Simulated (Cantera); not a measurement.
Feed: 1 mol PbO, 0.64 mol C, 1.9 mol N2, equilibrated at 2325 K.

Method: chemical equilibrium by Gibbs-energy minimisation in Cantera with the NASA 1993 tables (ideal gas, pure condensed phases). Candidate condensed phases: C, Pb, PbO, PbO2, Pb3O4; 27 gas species. Gases not in the tables: (PbO)n polymers. The numbers say what is thermodynamically allowed, not how fast it happens.

**Question.** At 10.0 bar, list the 4 most abundant gas species with their mole fractions, and the condensed phases.

**Answer.** N2 0.538, Pb 0.262, CO 0.0961, CO2 0.0850. Condensed: gas only.
